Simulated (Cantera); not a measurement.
Feed: 1 mol CuF2, 5.5 mol H2, equilibrated at 0.0100 bar.

Cantera equilibrium calculation (NASA polynomials, part measured and part estimated; ideal gas, pure solids and liquids). Candidate condensed phases: Cu, CuF2; 15 gas species. Equilibrium is a limit: real reactors are often held back by kinetics, nucleation or transport.

**Question.** Which condensed phases are stable at each of these points (T (°C)): 402, 552, 702, 852, 1002, 1152, 1302, 1452?

**Answer.** 
```
T (°C)  condensed phases  Cu condensed (%)
------  ----------------  ----------------
402                Cu(s)             100.0
552                Cu(s)             100.0
702                Cu(s)             100.0
852                Cu(s)             100.0
1002               Cu(s)             100.0
1152               Cu(l)              99.8
1302               Cu(l)              98.1
1452               Cu(l)              85.0
```

From 402 °C to 1002 °C the condensed part is Cu(s). From 1152 °C to 1452 °C the condensed part is Cu(l).
